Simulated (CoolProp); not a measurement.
The numbers come from the reference Helmholtz-energy equation of state, Beckmüller 2019 in CoolProp.

Problem. For n-octane, give the phase and the Z, speed of sound (m/s), expansivity (1/kK), viscosity (µPa s) at 346.85 °C and 86 bar.

Solution. 
- 346.85 °C and 86 bar: supercritical; Z 0.492, speed of sound 291, expansivity 3.75, viscosity 48.9

Viscosity comes from a separate model (Huber 2004).
